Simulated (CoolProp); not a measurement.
A Linde-Hampson liquefier for normal hydrogen: isothermal reversible compression at 230 K from 1 atm to 5 MPa, throttling to 1 atm, return gas leaving the recuperator 0 K below the feed. Each further row changes one setting.

The numbers come from the reference Helmholtz-energy equation of state, Leachman 2009 in CoolProp.

| case | compression work (kJ/kg of gas) |
|---|---|
| as stated | 3730 |
| high pressure 10 MPa | 4420 |
| warm-end temperature 260 K | 4210 |
| warm-end gap 5 K | 3730 |
